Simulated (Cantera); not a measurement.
## Pyrogenic steam for wet oxidation

An isothermal, constant-pressure homogeneous reactor starts with 25.6 % H2, 25.6 % O2, 48.7 % N2, at 973 K and 100000 Pa.

Computed with Cantera and the H2/O2 subset of GRI-Mech 3.0, which has no nitrogen chemistry. The temperature is held fixed by assumption; the heat of reaction is taken as removed at once.

```tsv
t (s)	x H2	x O2	x HO2	x H2O	x OH	x O
0.000100	0.256	0.256	4.26e-8	4.51e-8	3.69e-10	1.22e-9
0.000269	0.256	0.256	2.85e-6	3.27e-6	2.06e-8	6.68e-8
0.000725	0.162	0.216	0.000192	0.108	2.61e-7	3.42e-7
0.00195	0.162	0.216	6.07e-5	0.108	6.68e-8	1.03e-7
0.00525	0.161	0.216	7.02e-5	0.109	9.75e-8	1.43e-7
0.0141	0.158	0.214	9.44e-5	0.112	2.07e-7	2.67e-7
0.0381	0.141	0.207	0.000116	0.131	3.82e-7	4.05e-7
0.102	0.0967	0.188	0.000104	0.182	3.98e-7	3.47e-7
0.276	0.0332	0.161	6.92e-5	0.256	4.25e-7	2.73e-7
0.743	0.00274	0.148	1.58e-5	0.291	2.38e-7	6.86e-8
2.00	0.000327	0.147	2.70e-6	0.294	6.01e-8	4.00e-9
```
x: mole fraction; the columns are a selection and need not sum to one.

Equilibrium at this temperature and pressure: H2 2.95e-11, O2 0.147, HO2 7.84e-10, H2O 0.294, OH 1.05e-7, O 2.61e-11 (gas phase only).
